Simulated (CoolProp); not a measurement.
Carbon dioxide along the isotherm 250.65 °C: fugacity coefficient from the reference equation and from simpler models built on Tc = 31.0 °C, pc = 7377 kPa, ω = 0.224; each cubic takes its own stable root.

Computed with CoolProp (reference Helmholtz-energy equation of state, Span 1996).

```json
[
 {"p (kPa)": "8200", "phase": "supercritical", "reference": "0.9556"},
 {"p (kPa)": "16400", "phase": "supercritical", "reference": "0.9195"},
 {"p (kPa)": "24600", "phase": "supercritical", "reference": "0.8921"},
 {"p (kPa)": "32800", "phase": "supercritical", "reference": "0.8737"},
 {"p (kPa)": "41000", "phase": "supercritical", "reference": "0.8638"},
 {"p (kPa)": "49200", "phase": "supercritical", "reference": "0.8614"},
 {"p (kPa)": "57400", "phase": "supercritical", "reference": "0.8655"},
 {"p (kPa)": "65600", "phase": "supercritical", "reference": "0.8752"},
 {"p (kPa)": "73800", "phase": "supercritical", "reference": "0.8898"}
]
```

### Question
How far does each simpler model (van der Waals, Redlich-Kwong, Soave-Redlich-Kwong, Peng-Robinson) lie from the reference over these 9 states: mean and median of the absolute difference, and the worst?

### Answer
- van der Waals: mean 10.2 %, median 11.8 %, worst -12.9 % at 250.65 °C and 49200 kPa
- Redlich-Kwong: mean 5.9 %, median 6.5 %, worst -8.6 % at 250.65 °C and 73800 kPa
- Soave-Redlich-Kwong: mean 8.2 %, median 8.8 %, worst +13.2 % at 250.65 °C and 73800 kPa
- Peng-Robinson: mean 0.6 %, median 0.7 %, worst +1.0 % at 250.65 °C and 57400 kPa
